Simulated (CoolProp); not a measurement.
n-perfluorohexane along the isotherm 450 K: Z from the reference equation and from simpler models built on Tc = 448.0 K, pc = 17.42 bar, ω = 0.497; each cubic takes its own stable root.

Model: reference Helmholtz-energy equation of state, Gao 2022, in CoolProp.

| p (bar) | phase | reference |
|---|---|---|
| 9.68 | gas | 0.7716 |
| 19.4 | supercritical | 0.2012 |
| 29 | supercritical | 0.2476 |
| 38.7 | supercritical | 0.3111 |
| 48.4 | supercritical | 0.3749 |
| 58.1 | supercritical | 0.4380 |
| 67.7 | supercritical | 0.4997 |
| 77.4 | supercritical | 0.5613 |
| 87.1 | supercritical | 0.6222 |

**Question.** How far does each simpler model (Redlich-Kwong, Peng-Robinson) lie from the reference over these 9 states: mean and median of the absolute difference, and the worst?

**Answer.** 
- Redlich-Kwong: mean 17.8 %, median 17.3 %, worst +31.5 % at 450 K and 19.4 bar
- Peng-Robinson: mean 7.8 %, median 5.7 %, worst +22.5 % at 450 K and 19.4 bar
